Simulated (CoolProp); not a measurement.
Computed with CoolProp (reference Helmholtz-energy equation of state, Zhou 2014).

For cyclohexane, give the phase and the cp (kJ/(kg K)), cv (kJ/(kg K)) at 593.7 K and 0.0194 MPa.


- 593.7 K and 0.0194 MPa: gas; cp 2.65, cv 2.55
